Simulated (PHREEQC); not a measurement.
Consider water at 25 °C with 0.00058 mol Cu(BF4)2, 0.0074 mol HCl and 4.8e-05 mol Na2SO4 per kg of water. Closed to the air; pH follows from the charge balance.

Computed with PHREEQC (ion-association model, wateq4f.dat).

Question: The ionic strength comes out as 0.00878 mol/kgw. What activity coefficients do CuF+, BF3OH-, Cu+2, SO4-2, Na+ get?

Answer: CuF+ 0.91, BF3OH- 0.90, Cu+2 0.69, SO4-2 0.68, Na+ 0.91.

No solid was allowed to form. Real BF4- forms and hydrolyses slowly; the run takes it at equilibrium.
